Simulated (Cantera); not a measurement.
A closed system holds: 1 mol SiF4, 6.7 mol NO, at 750 Torr.

Equilibrium computed with Cantera from the NASA thermochemical tables; the gas is ideal and each condensed phase is pure. Candidate condensed phases: Si, SiO2, Si2N2O, Si3N4; 28 gas species. Rates play no part. All values below are at 1477 °C.

Base state: N2 0.433, O2 0.433, SiF4 0.130, NO 0.00372, O 4.92e-5, NO2 1.50e-5 (mole fractions); condensed: gas only.

Q: What changes in the equilibrium state with this change: SiF4 replaced by HMDSO?

A: 
```tsv
species	before	after
H2	0	0.510
CO	0	0.340
N2	0.433	0.147
O2	0.433	<1e-9
SiF4	0.130	0
SiO	<1e-9	0.00127
NO	0.00372	<1e-9
H2O	0	0.000322
HCN	0	0.000260
H	0	0.000166
SiO2(condensed), mol	0	0.458
Si2N2O(s), mol	0	0.760
```
The feed counts by its element totals alone. Mutual solubility and eutectic melting of coexisting phases are not modelled. The tables hold silica as quartz up to 1696 K and as liquid above; real silica turns to tridymite and cristobalite and melts near 1996 K. Further candidate phases: C, C6H6, C7H8, C8H18, H2O, SiC.
